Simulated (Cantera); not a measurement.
**Premixed flame**

A freely propagating, adiabatic, planar premixed flame of H2 : O2 : N2 = 1 : 0.847 : 3.19 (molar parts), unburnt at 650 K and 9.87 atm; mixture-averaged transport, grid criteria slope 0.08 and curve 0.16, no radiation.

Computed with Cantera and the H2/O2 subset of GRI-Mech 3.0, which has no nitrogen chemistry. The hydrogen kinetics of GRI-Mech 3.0 are dated; newer H2 mechanisms differ, most at raised pressure. Burning velocities carry a grid error of a few per cent, more on coarse grids. Lean hydrogen flames are cellular in practice and burn faster than this planar one.

| z (mm) | T (K) | u (m/s) | x H2 | x O2 | x H2O | x O | x HO2 | x OH |
|---|---|---|---|---|---|---|---|---|
| -0.1000 | 651 | 1.87 | 0.195 | 0.169 | 4.59e-5 | <1e-8 | 3.22e-7 | <1e-8 |
| -0.0667 | 653 | 1.87 | 0.188 | 0.170 | 0.000312 | <1e-8 | 2.68e-6 | <1e-8 |
| -0.0500 | 659 | 1.87 | 0.179 | 0.172 | 0.000937 | <1e-8 | 9.28e-6 | <1e-8 |
| -0.0333 | 689 | 1.91 | 0.157 | 0.175 | 0.00494 | 1.04e-7 | 6.83e-5 | 1.17e-8 |
| -0.0167 | 886 | 2.36 | 0.109 | 0.171 | 0.0341 | 1.78e-5 | 0.000714 | 3.13e-5 |
| -0.00833 | 1179 | 3.10 | 0.0735 | 0.153 | 0.0784 | 0.000300 | 0.000896 | 0.000511 |
| 0 | 1511 | 3.95 | 0.0394 | 0.123 | 0.133 | 0.00154 | 0.000541 | 0.00230 |
| 0.00833 | 1736 | 4.53 | 0.0179 | 0.100 | 0.171 | 0.00273 | 0.000284 | 0.00500 |
| 0.0167 | 1861 | 4.86 | 0.00852 | 0.0890 | 0.189 | 0.00284 | 0.000158 | 0.00663 |
| 0.0333 | 1969 | 5.13 | 0.00303 | 0.0831 | 0.201 | 0.00180 | 6.49e-5 | 0.00647 |
| 0.0667 | 2026 | 5.27 | 0.000910 | 0.0821 | 0.207 | 0.000645 | 2.07e-5 | 0.00429 |
| 0.133 | 2046 | 5.31 | 0.000251 | 0.0824 | 0.209 | 0.000200 | 7.28e-6 | 0.00249 |
| 0.267 | 2051 | 5.32 | 0.000116 | 0.0825 | 0.209 | 0.000104 | 4.77e-6 | 0.00182 |
x: mole fraction of selected species; z is measured from the peak of heat release.

```json
{
 "laminar_burning_velocity": "188 cm/s",
 "thermal_thickness": "0.0333 mm",
 "peak x(O)": "0.00291",
 "peak x(HO2)": "0.000944",
 "peak x(OH)": "0.00692",
 "grid_points": "113"
}
```
